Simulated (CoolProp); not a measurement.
Properties of ethylbenzene along the isotherm 105.95 °C.

The numbers come from the reference Helmholtz-energy equation of state, Zhou 2012 in CoolProp.

```
p (MPa)   phase  isothermal compressibility (1/MPa)  conductivity (mW/(m K))
-------  ------  ----------------------------------  -----------------------
1.39     liquid                            0.001587                      109
2.79     liquid                            0.001548                      109
4.18     liquid                            0.001511                      110
5.57     liquid                                   ?                      110
6.97     liquid                            0.001443                        ?
8.36     liquid                            0.001412                      112
9.75     liquid                            0.001382                      112
11.1     liquid                            0.001354                      113
12.5     liquid                            0.001327                      113
13.9     liquid                            0.001301                      114
15.3     liquid                                   ?                      114
16.7     liquid                            0.001253                      115
18.1     liquid                            0.001230                      115
```

Q: Some entries are withheld; supply them.

A: 
- 5.57, isothermal compressibility (1/MPa): 0.001476
- 6.97, conductivity (mW/(m K)): 111
- 15.3, isothermal compressibility (1/MPa): 0.001276

Thermal conductivity comes from a separate model (Mylona 2014).
